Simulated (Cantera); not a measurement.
Input: 1 mol Ca(OH)₂, 0.32 mol H₂, 0.55 mol O₂, held at 2023.15 K and 0.0100 bar.

Cantera equilibrium calculation (NASA polynomials, part measured and part estimated; ideal gas, pure solids and liquids). Candidate condensed phases: Ca, CaO, Ca(OH)₂, H₂O; 14 gas species. Rates play no part.

Question: What is the equilibrium state?

Answer: 
| Item | Result |
|---|---|
| x(H₂O) | 0.747 |
| x(O₂) | 0.222 |
| x(OH) | 0.0201 |
| x(H₂) | 0.00544 |
| x(O) | 0.00376 |
| x(H) | 0.00140 |
| x(Ca(OH)₂) | 9.11e-5 |
| x(CaOH) | 3.97e-6 |
| x(HO₂) | 2.81e-6 |
| n(CaO(s)) | 1.000 mol |
| gas amount | 1.728 mol |
| log10 activity of Ca(l) (absent) | -9.45 |
